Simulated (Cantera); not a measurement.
An isothermal, constant-pressure homogeneous reactor starts with 0.264 % CH4, 97.9 % H2, 1.86 % CO2, at 2998 K and 20.0 Torr.

Model: GRI-Mech 3.0 (53 species, 325 reactions), integrated in Cantera. Radical loss at walls, strong at low pressure, is not modelled.

x: mole fraction; the columns are a selection and need not sum to one.

```csv
t (s),x CH4,x H2,x CO2,x CH2,x CO,x C2H6,x H2O
0.000300,0.00178,0.947,0.00833,3.48e-5,0.0101,1.68e-8,0.00994
0.000782,0.000975,0.914,0.000202,8.00e-5,0.0181,1.18e-8,0.0174
0.00204,0.000187,0.883,4.65e-5,4.61e-5,0.0187,7.17e-10,0.0163
0.00531,1.27e-5,0.839,4.49e-5,8.34e-6,0.0195,4.83e-12,0.0142
0.0138,5.71e-11,0.752,4.29e-5,1.39e-10,0.0188,<1e-12,0.0127
0.0361,3.04e-12,0.604,3.89e-5,3.28e-11,0.0172,<1e-12,0.0101
0.0940,<1e-12,?,?,9.02e-12,0.0155,<1e-12,?
0.245,<1e-12,0.384,2.90e-5,5.24e-12,0.0148,<1e-12,0.00556
0.638,<1e-12,0.379,2.86e-5,5.03e-12,0.0147,<1e-12,0.00545
1.66,<1e-12,0.379,2.86e-5,5.03e-12,0.0147,<1e-12,0.00545
4.34,<1e-12,0.379,2.86e-5,5.03e-12,0.0147,<1e-12,0.00545
11.3,<1e-12,0.379,2.86e-5,5.03e-12,0.0147,<1e-12,0.00545
29.4,<1e-12,0.379,2.86e-5,5.03e-12,0.0147,<1e-12,0.00545
76.7,<1e-12,0.379,2.86e-5,5.03e-12,0.0147,<1e-12,0.00545
200,<1e-12,0.379,2.86e-5,5.03e-12,0.0147,<1e-12,0.00545
```

### Question
Complete the blanks.

### Answer

- 0.0940, x H2: 0.451
- 0.0940, x CO2: 3.27e-5
- 0.0940, x H2O: 0.00703
